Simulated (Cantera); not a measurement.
Input: 1 mol CH3SiCl3, 0.026 mol C2H2, 1.5 mol H2, 1.6 mol HCl, at 1675 K and 2.20 mbar.

These are equilibrium values from Cantera (NASA tables, ideal gas, pure condensed phases), not measurements of a reactor. The feed counts by its element totals alone. The tables' values for SiCl3, SiCl are old estimates; treat these amounts as uncertain. The numbers say what is thermodynamically allowed, not how fast it happens.

```json
[
 {"species": "HCl", "before": "0.620", "after": "0.582"},
 {"species": "H2", "before": "0.314", "after": "0.344"},
 {"species": "SiCl2", "before": "0.0595", "after": "0.0477"},
 {"species": "SiCl3", "before": "0.00282", "after": "0.0150"},
 {"species": "CH4", "before": "2.61e-7", "after": "1.71e-5"},
 {"species": "SiH2Cl2", "before": "3.99e-7", "after": "1.92e-5"},
 {"species": "SiHCl3", "before": "2.53e-5", "after": "0.00104"},
 {"species": "SiCl4", "before": "0.000278", "after": "0.00974"},
 {"species": "Cl", "before": "0.00214", "after": "0.000259"},
 {"species": "SiCl", "before": "2.64e-5", "after": "3.21e-6"},
 {"species": "C(graphite), mol", "before": "0.435", "after": "0.494"},
 {"species": "SiC(s), mol", "before": "0.616", "after": "0.558"}
]
```
Gas species are given as mole fractions.

**Question.** Which change was made?
A) temperature from 1675 K to 900 K
B) H2 from 1.5 to 320 mol
C) pressure from 2.20 mbar to 0.120 bar
D) temperature from 1675 K to 2450 K

**Answer.** C, pressure from 2.20 mbar to 0.120 bar. The tables' values for SiCl3 are old estimates; treat these amounts as uncertain
